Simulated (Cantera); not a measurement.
A freely propagating, adiabatic, planar premixed flame of H2 : O2 : N2 = 1 : 0.602 : 1.69 (molar parts), equivalence ratio 0.83, unburnt at 450 K and 3.00 bar; mixture-averaged transport, grid criteria slope 0.08 and curve 0.16, no radiation.

Model: the H2/O2 subset of GRI-Mech 3.0, which has no nitrogen chemistry, integrated in Cantera. The hydrogen kinetics of GRI-Mech 3.0 are dated; newer H2 mechanisms differ, most at raised pressure. Burning velocities carry a grid error of a few per cent, more on coarse grids.

Predict: laminar burning velocity; thermal thickness; peak x(H2O2); peak x(OH); peak x(HO2).


- laminar burning velocity = 484 cm/s
- thermal thickness = 0.0898 mm
- peak x(H2O2) = 0.000104
- peak x(OH) = 0.0233
- peak x(HO2) = 0.000960
